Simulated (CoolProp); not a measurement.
n-hexane at 468.92 K and 0.997 MPa is throttled through a valve to 0.644 MPa with no heat exchange. Each further row changes one setting.

Values from CoolProp's reference Helmholtz-energy equation of state, Thol 2019.

```json
[
 {"case": "as stated", "temperature change (K)": "-4.4", "final density (kg/m³)": "16.1"},
 {"case": "outlet pressure 0.193 MPa", "temperature change (K)": "-9.6", "final density (kg/m³)": "4.50"},
 {"case": "outlet pressure 0.837 MPa", "temperature change (K)": "-2.0", "final density (kg/m³)": "21.7"}
]
```
